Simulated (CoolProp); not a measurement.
Computed with CoolProp (reference Helmholtz-energy equation of state, Fiedler 2023).

For tetrahydrofuran, give the phase and the density (kg/m³), cp (kJ/(kg K)), Joule-Thomson coefficient (K/MPa), isothermal compressibility (1/MPa) at 76.55 °C and 6580 kPa; 92.15 °C and 6580 kPa; 99.95 °C and 6580 kPa.


- 76.55 °C and 6580 kPa: liquid; density 831, cp 1.91, Joule-Thomson coefficient -0.331, isothermal compressibility 0.00143
- 92.15 °C and 6580 kPa: liquid; density 814, cp 1.98, Joule-Thomson coefficient -0.300, isothermal compressibility 0.00165
- 99.95 °C and 6580 kPa: liquid; density 805, cp 2.01, Joule-Thomson coefficient -0.283, isothermal compressibility 0.00178
